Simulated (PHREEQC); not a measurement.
A column of 0.1 m (40 cells, dispersivity 0.005 m, 60 s a shift, diffusion coefficient 3e-10 m²/s) holds 0.035 eq of the database's cation exchanger X per kg of pore water, first in equilibrium with 0.34 mmol/kgw PbCl2, 0.75 mmol/kgw CdCl2 and 0.01 mmol/kgw HCl. It is flushed with 0.023 mol/kgw KBr and 1e-05 mol/kgw HCl, at 25 °C. Values are for the last cell. No CO2 enters from the air. Precipitation was switched off in this run.

The series has 31 steps of pore volumes, from 0 to 6.013.

Computed with PHREEQC (ion-association model, phreeqc.dat).

### Question
After how many pore volumes does Br at the outlet first reach half of its feed value?

### Answer
By 1.0 pore volumes.

### Question
After how many pore volumes does K at the outlet first reach half of its feed value?

### Answer
By 2.2 pore volumes.

Complexes and solids missing from the database can't appear.
